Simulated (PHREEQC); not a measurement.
Alkaline etch or developer (model solution)

Solution (75 °C): 0.063 mol TMAH, 5.7e-05 mol H4SiO4 and 0.0006 mol (CH3)4NCl per kg of water. Closed to the air; pH follows from the charge balance.

Equilibrium calculation in PHREEQC: ion-association model, phreeqc.dat.

No solid was allowed to form.

Q: What pH does the model give?

A: pH 11.38.

Q: In which forms is Si present?

A: H3SiO4- 74 %, H2SiO4-2 26 % of the Si.

Species that the database lacks are ignored. (CH3)4N+ isn't in the database: it is added as a free cation with an ion size of 4 Å. Away from 25 °C the constants follow the database's enthalpies or fits; those with neither stay at their 25 °C values.
